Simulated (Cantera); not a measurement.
An adiabatic, constant-volume homogeneous reactor starts with C3H8 : O2 : N2 = 1 : 10.2 : 38.4 (molar parts), at 1798 K and 720 Torr.

Model: GRI-Mech 3.0 (53 species, 325 reactions), integrated in Cantera. GRI-Mech 3.0 was tuned for natural gas; its chemistry of propane as a main component is partial and can be far from experiment.

Problem. Predict: time of steepest temperature rise; temperature at 0.200 s; equilibrium temperature; x(O2) at 0.200 s; x(CO) at 0.200 s; x(NO2) at 0.200 s; x(OH) at 0.200 s; x(O) at 0.200 s; x(H2O2) at 0.200 s.

Solution. 
| Quantity | Value |
|---|---|
| time of steepest temperature rise | 11.9 µs |
| temperature at 0.200 s | 2726 K |
| equilibrium temperature | 2726 K |
| x(O2) at 0.200 s | 0.0901 (gas-phase equilibrium 0.0901) |
| x(CO) at 0.200 s | 0.0134 (gas-phase equilibrium 0.0134) |
| x(NO2) at 0.200 s | 1.21e-5 (gas-phase equilibrium 1.21e-5) |
| x(OH) at 0.200 s | 0.0163 (gas-phase equilibrium 0.0163) |
| x(O) at 0.200 s | 0.00989 (gas-phase equilibrium 0.00989) |
| x(H2O2) at 0.200 s | 2.65e-7 (gas-phase equilibrium 2.65e-7) |
